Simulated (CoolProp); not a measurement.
A closed Brayton cycle with carbon dioxide: compressor inlet 305.15 K and 8.9 MPa, high pressure 17.9 MPa, turbine inlet 905 K, compressor efficiency 0.89, turbine efficiency 0.93, recuperator effectiveness 0.95 (on enthalpy, no pinch check). Each further row changes one setting.

The numbers come from the reference Helmholtz-energy equation of state, Span 1996 in CoolProp.

```tsv
case	thermal efficiency (%)	net work (kJ/kg)	compressor to turbine work	compressor exit (K)	turbine exit (K)
as stated	___	93.7	0.13	320.9	812.6
turbine inlet 855 K	___	87.3	0.13	320.9	765.9
compressor inlet 315.15 K	___	85.2	0.21	355.8	812.6
high pressure 15.2 MPa	35.4	___	0.12	___	833.8
recuperator effectiveness 0.5	___	93.7	0.13	320.9	812.6
```

Problem. Complete the blanks.

Solution. 
- as stated, thermal efficiency (%): 37.9
- turbine inlet 855 K, thermal efficiency (%): 36.7
- compressor inlet 315.15 K, thermal efficiency (%): 37.7
- high pressure 15.2 MPa, net work (kJ/kg): 73.5
- high pressure 15.2 MPa, compressor exit (K): 316.8
- recuperator effectiveness 0.5, thermal efficiency (%): 17.7
